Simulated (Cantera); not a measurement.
## Catalytic stagnation flow on Pt

A jet of H2 : O2 : N2 = 0.014 : 0.13 : 0.79 (molar parts), equivalence ratio 0.054 at 300 K and 0.110 bar hits a platinum plate 9.1 cm away at a mass flux of 0.13 kg/m²/s; the plate temperature is set and raised in steps from an oxygen-covered start.

Detailed kinetics in Cantera: Deutschmann's 1995 Pt surface mechanism with GRI-Mech 3.0 gas chemistry. Catalytic surfaces can have several steady states; this one follows from the mechanism file's or the stated starting coverage.

```json
[
 {"plate T (K)": "700", "wall x H2": "0.00201", "wall x O2": "0.125", "wall x H2O": "0.0250", "wall x OH": "<1e-8", "θ free Pt": "0.0368", "θ O*": "0.961", "θ OH*": "0.00196"},
 {"plate T (K)": "750", "wall x H2": "0.00152", "wall x O2": "0.125", "wall x H2O": "0.0258", "wall x OH": "<1e-8", "θ free Pt": "0.0526", "θ O*": "0.946", "θ OH*": "0.00170"},
 {"plate T (K)": "800", "wall x H2": "0.00102", "wall x O2": "0.124", "wall x H2O": "0.0266", "wall x OH": "<1e-8", "θ free Pt": "0.0839", "θ O*": "0.914", "θ OH*": "0.00161"},
 {"plate T (K)": "850", "wall x H2": "0.000700", "wall x O2": "0.124", "wall x H2O": "0.0271", "wall x OH": "1.09e-8", "θ free Pt": "0.129", "θ O*": "0.869", "θ OH*": "0.00153"},
 {"plate T (K)": "900", "wall x H2": "0.000508", "wall x O2": "0.124", "wall x H2O": "0.0273", "wall x OH": "3.43e-8", "θ free Pt": "0.184", "θ O*": "0.815", "θ OH*": "0.00141"}
]
```
x: mole fraction at the wall; θ: surface coverage.
